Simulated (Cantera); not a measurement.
Charge: 1 mol CH₃SiCl₃, 0.01 mol CH₄, 49 mol H₂, held at 60000 Pa.

Equilibrium computed with Cantera from the NASA thermochemical tables; the gas is ideal and each condensed phase is pure. Candidate condensed phases: C, C₆H₆, C₇H₈, C₈H₁₈, Si, SiC; 109 gas species. The feed counts by its element totals alone. The tables' values for SiCl are old estimates; treat these amounts as uncertain. Gases not in the tables: Si₂H₆ and higher silanes. The numbers say what is thermodynamically allowed, not how fast it happens. All values below are at 2075 K.

Base state: H₂ 0.939, HCl 0.0558, H 0.00333, SiCl₂ 0.000817, C₂H₂ (acetylene) 0.000475, Cl 0.000146, CH₄ 0.000118, Si 1.91e-5 (mole fractions); condensed: SiC(s).

**Question.** What changes in the equilibrium state with this change: CH₄ from 0.01 to 2.9 mol?

**Answer.** 
```csv
species,before,after
H₂,0.939,0.944
HCl,0.0558,0.0508
H,0.00333,0.00334
C₂H₂ (acetylene),0.000475,0.00117
SiCl₂,0.000817,0.000431
SiCl,1.78e-5,1.03e-5
CH₄,0.000118,0.000187
CH₃,8.22e-6,1.30e-5
Si,1.91e-5,1.22e-5
"SiC(s), mol",0.954,0.973
"C(graphite), mol",0,2.78
```
